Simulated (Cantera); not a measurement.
Cu + CO + N2 + H2O (metals in furnace atmospheres)

Feed: 1 mol Cu, 0.17 mol CO, 2 mol N2, a varied amount of H2O, held at 1130 Torr.

Cantera equilibrium calculation (NASA polynomials, part measured and part estimated; ideal gas, pure solids and liquids). Candidate condensed phases: C, C6H6, C7H8, C8H18, Cu, CuO, Cu(OH)2, Cu2O, H2O; 139 gas species. Kinetics and transport are ignored.

Stable condensed phases:

```
T in K \ n(H2O) in mol
         0.023 0.047 0.097   0.2  0.42  0.88   1.8   3.8   7.9    16
   1450      A     A     A     A     A     A     A     A     A     A
   1375      A     A     A     A     A     A     A     A     A     A
   1300      A     A     A     A     A     A     A     A     A     A
   1225      A     A     A     A     A     A     A     A     A     A
   1150      A     A     A     A     A     A     A     A     A     A
   1075      A     A     A     A     A     A     A     A     A     A
   1000      A     A     A     A     A     A     A     A     A     A
    925      B     A     A     A     A     A     A     A     A     A
    850      B     B     B     A     A     A     A     A     A     A
```

A: Cu; B: C + Cu.
